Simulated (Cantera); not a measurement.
Feed: 1 mol CO2, 3.1 mol H2, 1.2 mol O2, equilibrated at 2250 Torr.

Method: chemical equilibrium by Gibbs-energy minimisation in Cantera with the NASA 1993 tables (ideal gas, pure condensed phases). Candidate condensed phases: C, C6H6, C7H8, C8H18, H2O; 110 gas species. The numbers say what is thermodynamically allowed, not how fast it happens.

x: gas mole fraction; nothing condenses.

```tsv
T (K)	x H2O	x CO2	x CO	x H2	x OH	x H	x O2
2048	0.674	0.155	0.0891	0.0816	0.000332	0.000369	[?]
2098	0.675	0.154	0.0903	0.0804	0.000502	0.000504	[?]
2148	0.676	0.152	0.0914	0.0793	0.000743	0.000678	[?]
2198	0.676	0.151	0.0924	0.0783	0.00108	0.000900	[?]
2248	0.676	0.150	0.0934	0.0774	0.00154	0.00118	[?]
2298	0.676	0.149	0.0944	0.0765	0.00217	0.00153	[?]
2348	0.676	0.148	0.0954	0.0758	0.00301	0.00196	[?]
2398	0.675	0.147	0.0964	0.0752	0.00410	0.00249	[?]
2448	0.673	0.145	0.0976	0.0748	0.00552	0.00314	[?]
2498	0.671	0.143	0.0988	0.0746	0.00731	0.00393	[?]
```

Complete the blanks.


- 2048, x O2: 3.85e-6
- 2098, x O2: 8.02e-6
- 2148, x O2: 1.62e-5
- 2198, x O2: 3.15e-5
- 2248, x O2: 5.96e-5
- 2298, x O2: 0.000109
- 2348, x O2: 0.000195
- 2398, x O2: 0.000339
- 2448, x O2: 0.000571
- 2498, x O2: 0.000935
